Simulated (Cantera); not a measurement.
# Equilibrium for silicon oxide and oxynitride deposition: TEOS + H₂O

Charge: 1 mol TEOS, 0.19 mol H₂O, held at 1.28 Torr.

Equilibrium computed with Cantera from the NASA thermochemical tables; the gas is ideal and each condensed phase is pure. Candidate condensed phases: C, C₆H₆, C₇H₈, C₈H₁₈, H₂O, Si, SiC, SiO₂; 123 gas species. The feed counts by its element totals alone. Mutual solubility and eutectic melting of coexisting phases are not modelled. The tables hold silica as quartz up to 1696 K and as liquid above; real silica turns to tridymite and cristobalite and melts near 1996 K. Gases not in the tables: Si₂H₆ and higher silanes. Kinetics and transport are ignored.

From 873 K to 1173 K the condensed part is C(graphite) + SiO₂(β-quartz). At 1273 K the condensed part is C(graphite) + SiC(s) + SiO₂(β-quartz). From 1373 K to 2173 K the condensed part is C(graphite) + SiC(s).

| T (K) | log p H₂ | log p CO | log p H | log p Si | log p SiO | log p SiC₂ | n C(graphite) | n SiO₂(β-quartz) | n SiC(s) |
|---|---|---|---|---|---|---|---|---|---|
| 873 | -2.85 | -3.53 | -11.76 | <-14 | <-14 | <-14 | 5.82 | 1.00 | 0 |
| 973 | -2.85 | -3.52 | -10.39 | <-14 | <-14 | <-14 | 5.81 | 1.00 | 0 |
| 1073 | -2.85 | -3.52 | -9.28 | <-14 | -11.93 | <-14 | 5.81 | 1.00 | 0 |
| 1173 | -2.85 | -3.52 | -8.36 | <-14 | -9.08 | <-14 | 5.81 | 1.000 | 0 |
| 1273 | -2.86 | -3.51 | -7.58 | -13.33 | -6.71 | <-14 | 5.71 | 0.964 | 0.0343 |
| 1373 | -2.92 | -3.31 | -6.94 | -11.78 | -6.27 | <-14 | 2.82 | 0 | 0.995 |
| 1473 | -2.92 | -3.31 | -6.36 | -10.45 | -6.06 | -13.31 | 2.82 | 0 | 0.993 |
| 1573 | -2.92 | -3.31 | -5.85 | -9.28 | -5.89 | -11.78 | 2.83 | 0 | 0.989 |
| 1673 | -2.92 | -3.31 | -5.40 | -8.25 | -5.73 | -10.44 | 2.84 | 0 | 0.984 |
| 1773 | -2.92 | -3.31 | -5.01 | -7.34 | -5.60 | -9.25 | 2.85 | 0 | 0.978 |
| 1873 | -2.93 | -3.31 | -4.65 | -6.53 | -5.48 | -8.19 | 2.86 | 0 | 0.969 |
| 1973 | -2.93 | -3.32 | -4.34 | -5.81 | -5.37 | -7.24 | 2.88 | 0 | 0.949 |
| 2073 | -2.95 | -3.32 | -4.05 | -5.15 | -5.28 | -6.39 | 2.94 | 0 | 0.883 |
| 2173 | -2.98 | -3.34 | -3.81 | -4.55 | -5.21 | -5.62 | 3.13 | 0 | 0.638 |
log p: log10 of the partial pressure in bar; n: condensed amount in mol.
